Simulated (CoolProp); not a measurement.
A simple Rankine cycle with propylene: condensing at 307.15 K, boiler at 3.09 MPa, turbine inlet 493.3 K, turbine efficiency 0.9, pump efficiency 0.7, no recuperator. Each further row changes one setting.

Values from CoolProp's reference Helmholtz-energy equation of state, Lemmon 2013.

```csv
case,thermal efficiency (%),net work (kJ/kg),heat in (kJ/kg),turbine exit temperature (K),volume ratio over the turbine
as stated,8.1,55.4,681,458.9,2.08
turbine inlet 513.3 K,8.0,58.6,729,479.0,2.07
condensing temperature 299.15 K,9.9,69.6,702,450.7,2.49
boiler pressure 2.16 MPa,4.5,31.2,693,475.4,1.47
turbine efficiency 0.8,7.2,48.7,681,461.9,2.09
```
